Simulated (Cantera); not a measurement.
A Cantera script and its output.

```python
import numpy as np
import cantera as ct

gas = ct.Solution("h2o2.yaml")
gas.TPX = 948, 1333, {'H2': 0.18, 'O2': 1}
reactor = ct.IdealGasConstPressureReactor(gas, energy="off", clone=False)
net = ct.ReactorNet([reactor])
net.rtol, net.atol = 1e-08, 1e-18
show = ['H2', 'O2', 'H2O2', 'H', 'HO2', 'OH']
times = np.geomspace(0.0001, 30, 15)

steps = ct.SolutionArray(gas, extra=["t"])
rows = []
print(f"{'t/s':>10s}{'T/K':>9s}{'P/Pa':>11s}" + "".join(f"{s:>11s}" for s in show))
for t in times:
    while net.time < t:
        t_next = net.step()
        steps.append(gas.state, t=t_next)
    rows.append([np.interp(t, steps.t, y) for y in (steps.T, steps.P, *steps(*show).X.T)])
    print(f"{t:10.3e}{rows[-1][0]:9.1f}{rows[-1][1]:11.4g}" + "".join(f"{x:11.3e}" for x in rows[-1][2:]))
rate = np.gradient(steps.T, steps.t)
print("integrator steps:", len(steps.t))
if steps.T.max() > steps.T[0] + 200:
    print(f"time of steepest temperature rise: {steps.t[rate.argmax()]:.4e} s")
gas.TPX = 948, 1333, {'H2': 0.18, 'O2': 1}
gas.equilibrate("TP")
print(f"equilibrium (TP): T = {gas.T:.1f} K  " + "  ".join(f"{s} {gas[s].X[0]:.3e}" for s in show))
```

It prints:

```
       t/s      T/K       P/Pa         H2         O2       H2O2          H        HO2         OH
 1.000e-04    948.0       1333  1.525e-01  8.475e-01  1.121e-15  2.604e-11  2.809e-11  3.166e-12
 2.462e-04    948.0       1333  1.525e-01  8.475e-01  6.834e-15  7.397e-11  6.974e-11  1.276e-11
 6.060e-04    948.0       1333  1.525e-01  8.475e-01  4.222e-14  3.756e-10  1.782e-10  7.704e-11
 1.492e-03    948.0       1333  1.525e-01  8.475e-01  3.164e-13  1.095e-08  7.506e-10  2.340e-09
 3.672e-03    948.0       1333  1.525e-01  8.474e-01  2.646e-10  3.660e-05  1.045e-06  7.843e-06
 9.039e-03    948.0       1333  8.721e-03  8.022e-01  3.418e-07  3.462e-02  1.590e-05  3.515e-03
 2.225e-02    948.0       1333  1.208e-03  8.310e-01  3.799e-07  1.444e-03  1.307e-05  9.793e-04
 5.477e-02    948.0       1333  1.647e-04  8.344e-01  2.622e-07  4.326e-05  5.229e-06  2.605e-04
 1.348e-01    948.0       1333  2.694e-05  8.348e-01  1.482e-07  2.445e-06  1.511e-06  9.883e-05
 3.319e-01    948.0       1333  4.379e-06  8.348e-01  7.284e-08  2.070e-07  3.861e-07  4.407e-05
 8.170e-01    948.0       1333  6.845e-07  8.349e-01  3.422e-08  2.377e-08  1.028e-07  2.165e-05
 2.011e+00    948.0       1333  1.232e-07  8.349e-01  1.614e-08  3.563e-09  3.092e-08  1.153e-05
 4.951e+00    948.0       1333  3.098e-08  8.349e-01  7.735e-09  6.548e-10  1.046e-08  6.553e-06
 1.219e+01    948.0       1333  9.768e-09  8.349e-01  3.700e-09  1.366e-10  3.834e-09  3.882e-06
 3.000e+01    948.0       1333  3.406e-09  8.349e-01  1.731e-09  3.066e-11  1.492e-09  2.357e-06
integrator steps: 1775
equilibrium (TP): T = 948.0 K  H2 2.687e-11  O2 8.349e-01  H2O2 2.432e-11  H 2.370e-14  HO2 4.761e-10  OH 2.109e-07
```

Detailed kinetics in Cantera: the H2/O2 subset of GRI-Mech 3.0, which has no nitrogen chemistry. Radical loss at walls, strong at low pressure, is not modelled. Below about 950 K walls govern HO2 and H2O2 in real vessels. The temperature is held fixed by assumption; the heat of reaction is taken as removed at once.
